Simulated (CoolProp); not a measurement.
Model: reference Helmholtz-energy equation of state, Span 2000, in CoolProp.

Question: For nitrogen, give the phase and the cv (kJ/(kg K)) at 273.4 K and 0.199 MPa.

Answer: 
- 273.4 K and 0.199 MPa: gas; cv 0.743
